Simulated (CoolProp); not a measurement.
Vapour-liquid equilibrium of toluene (1) + o-xylene (2) at 0.105 MPa; x and y are mole fractions of (1).

Values from CoolProp's multi-fluid Helmholtz-energy mixture model, Lemmon 2006 and Zhou 2012; pair parameters Bell 2016.

```csv
x,"bubble temperature, mixture model (°C)","bubble temperature, Raoult's law (°C)","y, mixture model","y, Raoult's law"
0.05,143.3,143.2,0.105,0.112
0.125,139.9,139.6,0.247,0.257
0.2,136.6,136.3,(withheld),0.380
0.275,133.4,133.2,0.475,0.484
0.35,(withheld),130.4,0.566,0.574
0.425,127.8,127.7,0.645,0.651
0.5,125.2,125.2,0.712,0.718
0.575,122.8,122.9,0.771,0.776
0.65,120.6,120.7,0.823,0.828
0.725,(withheld),118.6,(withheld),0.873
0.8,116.6,116.6,(withheld),0.913
0.875,114.7,114.7,0.946,0.949
0.95,113.0,113.0,0.979,0.981
```

Q: Some entries are withheld; supply them.

A: 
- 0.2, y, mixture model: 0.369
- 0.35, bubble temperature, mixture model (°C): 130.5
- 0.725, bubble temperature, mixture model (°C): 118.5
- 0.725, y, mixture model: 0.869
- 0.8, y, mixture model: 0.909

The largest gap from Raoult's law is +0.3 K in bubble temperature, at x = 0.2. No azeotrope shows between x = 0.05 and 0.95.

Pair parameters are fitted to limited data, so mixtures are less certain than the pure fluids.
